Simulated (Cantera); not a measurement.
A freely propagating, adiabatic, planar premixed flame of CH4 : H2 : O2 : N2 = 1.3 : 0.52 : 3.42 : 12.9 (molar parts), equivalence ratio 0.84, unburnt at 575 K and 0.928 atm; mixture-averaged transport, grid criteria slope 0.08 and curve 0.16, no radiation.

Computed with Cantera and GRI-Mech 3.0 (53 species, 325 reactions). Burning velocities carry a grid error of a few per cent, more on coarse grids.

**Question.** Predict: laminar burning velocity; thermal thickness; peak x(HCO).

**Answer.** 
```json
{
 "laminar_burning_velocity": "131 cm/s",
 "thermal_thickness": "0.349 mm",
 "peak x(HCO)": "5.61e-5"
}
```
